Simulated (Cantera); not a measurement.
A closed system holds: 1 mol CuO, 2 mol C, 0.68 mol CO, at 1.00 Torr.

Equilibrium computed with Cantera from the NASA thermochemical tables; the gas is ideal and each condensed phase is pure. Candidate condensed phases: C, Cu, CuO, Cu₂O; 15 gas species. Kinetics and transport are ignored.

Problem. Which condensed phases are stable at each of these points (T (°C)): 702, 777, 852, 927, 1002, 1077, 1152, 1227, 1302, 1377, 1452, 1527, 1602, 1677?

Solution. 
```tsv
T (°C)	condensed phases	Cu condensed (%)
702	C(graphite) + Cu(s)	100.0
777	C(graphite) + Cu(s)	100.0
852	C(graphite) + Cu(s)	100.0
927	C(graphite) + Cu(s)	100.0
1002	C(graphite) + Cu(s)	100.0
1077	C(graphite) + Cu(s)	99.9
1152	C(graphite) + Cu(l)	99.7
1227	C(graphite) + Cu(l)	99.0
1302	C(graphite) + Cu(l)	96.5
1377	C(graphite) + Cu(l)	89.1
1452	C(graphite) + Cu(l)	66.9
1527	C(graphite)	0.0
1602	C(graphite)	0.0
1677	C(graphite)	0.0
```

From 702 °C to 1077 °C the condensed part is C(graphite) + Cu(s). From 1152 °C to 1452 °C the condensed part is C(graphite) + Cu(l). From 1527 °C to 1677 °C the condensed part is C(graphite).
